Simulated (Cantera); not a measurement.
Input (Python, Cantera):

```python
import numpy as np
import cantera as ct

gas = ct.Solution("gri30.yaml")


def delay(T, t_max=10):
    gas.TPX = T, 500000, {'H2': 1, 'O2': 0.385, 'N2': 1.45, 'H2O': 0.072}
    reactor = ct.IdealGasConstPressureReactor(gas, clone=False)
    net = ct.ReactorNet([reactor])
    net.rtol, net.atol = 1e-8, 1e-16
    while net.time < t_max:
        t_old, T_old = net.time, reactor.T
        net.step()
        if reactor.T > T + 400:  # ignition: a rise of 400 K
            return t_old + (T + 400 - T_old) / (reactor.T - T_old) * (net.time - t_old)
    return np.nan


taus = []
for T in [1025, 1125, 1225, 1325, 1425, 1525, 1625, 1725, 1825]:
    taus.append(delay(T))
    print(f"T0 = {T:6g} K   tau = {taus[-1]:.4e} s")
```

Result:

```
T0 =   1025 K   tau = 5.8589e-03 s
T0 =   1125 K   tau = 3.5180e-04 s
T0 =   1225 K   tau = 1.5772e-05 s
T0 =   1325 K   tau = 6.5048e-06 s
T0 =   1425 K   tau = 3.9352e-06 s
T0 =   1525 K   tau = 2.7518e-06 s
T0 =   1625 K   tau = 2.1031e-06 s
T0 =   1725 K   tau = 1.7227e-06 s
T0 =   1825 K   tau = 1.4977e-06 s
```

Cantera simulation using GRI-Mech 3.0 (53 species, 325 reactions); the numbers are that mechanism's predictions, not measurements. The hydrogen kinetics of GRI-Mech 3.0 are dated; newer H2 mechanisms differ, most at raised pressure. Where the delays flatten at high temperature, the 400 K rule measures the pace of heat release, not the induction time.
